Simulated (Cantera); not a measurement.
A perfectly stirred reactor is fed with NO : N2 = 1 : 5 (molar parts), at 0.630 bar; it is held at 2023 K, and followed from long to short residence time.

Computed with Cantera and GRI-Mech 3.0 (53 species, 325 reactions).

Question: Predict: x(NO) at τ = 6.00 s; x(N2O) at τ = 6.00 s; x(NO2) at τ = 6.00 s; x(N2) at τ = 6.00 s; x(O2) at τ = 6.00 s; x(NO) at τ = 27.0 ms; x(N2O) at τ = 27.0 ms; x(NO2) at τ = 27.0 ms; x(N2) at τ = 27.0 ms; x(O2) at τ = 27.0 ms.

Answer: 
* **x(NO) at τ = 6.00 s**: 0.0414
* **x(N2O) at τ = 6.00 s**: 9.76e-7
* **x(NO2) at τ = 6.00 s**: 2.98e-5
* **x(N2) at τ = 6.00 s**: 0.896
* **x(O2) at τ = 6.00 s**: 0.0625
* **x(NO) at τ = 27.0 ms**: 0.165
* **x(N2O) at τ = 27.0 ms**: 1.27e-5
* **x(NO2) at τ = 27.0 ms**: 2.78e-5
* **x(N2) at τ = 27.0 ms**: 0.834
* **x(O2) at τ = 27.0 ms**: 0.000874
